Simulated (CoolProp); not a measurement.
Vapour pressure (MPa) of R365MFC: the reference equation beside estimates from Tc = 186.9 °C, pc = 3.266 MPa, ω = 0.377.

Values from CoolProp's reference Helmholtz-energy equation of state, Lemmon 2016.

```json
[
 {"T (°C)": "-14.85", "reference": "0.008340", "Lee-Kesler": "0.007861", "van der Waals": "0.1914", "Redlich-Kwong": "0.03218", "Soave-Redlich-Kwong": "0.007985", "Peng-Robinson": "0.008406"},
 {"T (°C)": "-9.85", "reference": "0.01103", "Lee-Kesler": "0.01046", "van der Waals": "0.2150", "Redlich-Kwong": "0.04006", "Soave-Redlich-Kwong": "0.01060", "Peng-Robinson": "0.01109"},
 {"T (°C)": "-4.75", "reference": "0.01448", "Lee-Kesler": "0.01381", "van der Waals": "0.2410", "Redlich-Kwong": "0.04958", "Soave-Redlich-Kwong": "0.01397", "Peng-Robinson": "0.01453"},
 {"T (°C)": "0.25", "reference": "0.01868", "Lee-Kesler": "0.01792", "van der Waals": "0.2686", "Redlich-Kwong": "0.06051", "Soave-Redlich-Kwong": "0.01810", "Peng-Robinson": "0.01872"},
 {"T (°C)": "5.35", "reference": "0.02395", "Lee-Kesler": "0.02311", "van der Waals": "0.2988", "Redlich-Kwong": "0.07348", "Soave-Redlich-Kwong": "0.02329", "Peng-Robinson": "0.02398"},
 {"T (°C)": "10.35", "reference": "0.03024", "Lee-Kesler": "0.02934", "van der Waals": "0.3307", "Redlich-Kwong": "0.08814", "Soave-Redlich-Kwong": "0.02952", "Peng-Robinson": "0.03025"},
 {"T (°C)": "15.45", "reference": "0.03798", "Lee-Kesler": "0.03704", "van der Waals": "0.3654", "Redlich-Kwong": "0.1053", "Soave-Redlich-Kwong": "0.03721", "Peng-Robinson": "0.03797"},
 {"T (°C)": "20.45", "reference": "0.04706", "Lee-Kesler": "0.04610", "van der Waals": "0.4018", "Redlich-Kwong": "0.1244", "Soave-Redlich-Kwong": "0.04625", "Peng-Robinson": "0.04702"},
 {"T (°C)": "25.55", "reference": "0.05804", "Lee-Kesler": "0.05711", "van der Waals": "0.4413", "Redlich-Kwong": "0.1465", "Soave-Redlich-Kwong": "0.05723", "Peng-Robinson": "0.05797"}
]
```

Absolute difference from the reference over all 9 rows, mean and median: Lee-Kesler 3.6 and 3.5 %, van der Waals 1262.7 and 1147.6 %, Redlich-Kwong 212.0 and 206.8 %, Soave-Redlich-Kwong 2.8 and 2.8 %, Peng-Robinson 0.3 and 0.1 %.
